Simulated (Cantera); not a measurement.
An isothermal, constant-pressure homogeneous reactor starts with NH3 : H2 = 1 : 0.51 (molar parts), at 2175 K and 0.200 bar.

Computed with Cantera and the gas-phase N/H chemistry of the illustrative SiF4/NH3 mechanism in the Surface Chemkin manual (1991). Walls and surfaces, which speed up NH3 decomposition in real reactors, are not modelled.

x: mole fraction; the columns are a selection and need not sum to one.

| t (s) | x NH3 | x H2 | x H | x NH | x N | x N2H4 |
|---|---|---|---|---|---|---|
| 0.000200 | 0.658 | 0.339 | 0.000322 | 3.72e-5 | 1.77e-6 | 9.10e-8 |
| 0.000616 | 0.647 | 0.347 | 0.000367 | 4.50e-5 | 2.36e-6 | 1.09e-7 |
| 0.00190 | 0.613 | 0.370 | 0.000397 | 4.47e-5 | 2.43e-6 | 1.01e-7 |
| 0.00585 | 0.525 | 0.432 | 0.000485 | 4.37e-5 | 2.60e-6 | 8.12e-8 |
| 0.0180 | 0.339 | 0.562 | 0.000721 | 3.96e-5 | 2.90e-6 | 4.46e-8 |
| 0.0555 | 0.109 | 0.723 | 0.00134 | 2.86e-5 | 3.24e-6 | 9.77e-9 |
| 0.171 | 0.00333 | 0.794 | 0.00500 | 1.04e-5 | 4.13e-6 | 1.04e-10 |
| 0.527 | 2.86e-5 | 0.792 | 0.00978 | 3.45e-7 | 2.70e-7 | <1e-12 |
| 1.62 | 6.24e-6 | 0.792 | 0.00978 | 7.55e-8 | 5.91e-8 | <1e-12 |
| 5.00 | [?] | 0.792 | 0.00978 | [?] | [?] | <1e-12 |

### Question
What belongs in the gaps?

### Answer

- 5.00, x NH3: 1.98e-6
- 5.00, x NH: 2.40e-8
- 5.00, x N: 1.88e-8
